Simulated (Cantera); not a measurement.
Input: 1 mol Si₂H₆, 4.5 mol N₂, at 1177 °C and 570 Pa.

Equilibrium computed with Cantera from the NASA thermochemical tables; the gas is ideal and each condensed phase is pure. Candidate condensed phases: Si, Si₃N₄; 18 gas species. The feed counts by its element totals alone. N₂ is the only nitrogen source here; it is nearly inert below about 1500 K, so the nitride shown seldom forms there in practice. Rates play no part.

Base state: N₂ 0.513, H₂ 0.486, H 8.74e-5 (mole fractions); condensed: Si₃N₄(s).

Problem. What changes in the equilibrium state with this change: temperature from 1177 °C to 1452 °C?

Solution. 
```json
[
 {"species": "N₂", "before": "0.513", "after": "0.513"},
 {"species": "H₂", "before": "0.486", "after": "0.485"},
 {"species": "H", "before": "8.74e-5", "after": "0.00171"},
 {"species": "Si", "before": "1.75e-8", "after": "0.000158"},
 {"species": "SiH", "before": "3.66e-9", "after": "1.19e-5"},
 {"species": "Si₃N₄(s), mol", "before": "0.667", "after": "0.666"}
]
```
